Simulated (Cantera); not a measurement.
Input: 1 mol FeS, 8.4 mol H2, 0.92 mol N2, at 91.0 Pa.

Cantera equilibrium calculation (NASA polynomials, part measured and part estimated; ideal gas, pure solids and liquids). Candidate condensed phases: Fe, FeS, FeS2, S; 16 gas species. The numbers say what is thermodynamically allowed, not how fast it happens.

Q: At 1998 K, list the 7 most abundant gas species with their mole fractions, and the condensed phases.

A: H2 0.723, Fe 0.0896, N2 0.0824, H 0.0452, S2 0.0295, S 0.0179, SH 0.0104. Condensed: gas only.
